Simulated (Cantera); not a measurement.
Charge: 1 mol SiH₄, 0.061 mol C₂H₄, 3.7 mol H₂, 0.16 mol HCl, equilibrated at 100000 Pa.

These are equilibrium values from Cantera (NASA tables, ideal gas, pure condensed phases), not measurements of a reactor. Candidate condensed phases: C, C₆H₆, C₇H₈, C₈H₁₈, Si, SiC; 109 gas species. Mutual solubility and eutectic melting of coexisting phases are not modelled. The tables' values for SiCl₃ are old estimates; treat these amounts as uncertain. Kinetics and transport are ignored. All values below are at 1275 K.

Base state: H₂ 0.978, HCl 0.0190, SiCl₂ 0.000960, SiHCl₃ 0.000919, SiCl₄ 0.000443, SiH₂Cl₂ 0.000264, SiCl₃ 0.000256, CH₄ 2.30e-5 (mole fractions); condensed: Si(s) + SiC(s).

Problem. What changes in the equilibrium state with this change: H₂ from 3.7 to 1 mol?

Solution. 
| species | before | after |
|---|---|---|
| H₂ | 0.978 | 0.966 |
| HCl | 0.0190 | 0.0268 |
| SiHCl₃ | 0.000919 | 0.00261 |
| SiCl₄ | 0.000443 | 0.00180 |
| SiCl₃ | 0.000256 | 0.000731 |
| SiCl₂ | 0.000960 | 0.00193 |
| Si(s), mol | 0.861 | 0.853 |
| SiC(s), mol | 0.122 | 0.122 |

Problem. What changes in the equilibrium state with this change: SiH₄ replaced by SiCl₄?

Solution. 
```csv
species,before,after
H₂,0.978,0.666
HCl,0.0190,0.162
SiCl₄,0.000443,0.138
SiHCl₃,0.000919,0.0228
SiCl₃,0.000256,0.00770
CH₄,2.30e-5,0.000388
SiH₃Cl,2.12e-5,3.38e-6
"Si(s), mol",0.861,0
"SiC(s), mol",0.122,0.120
```
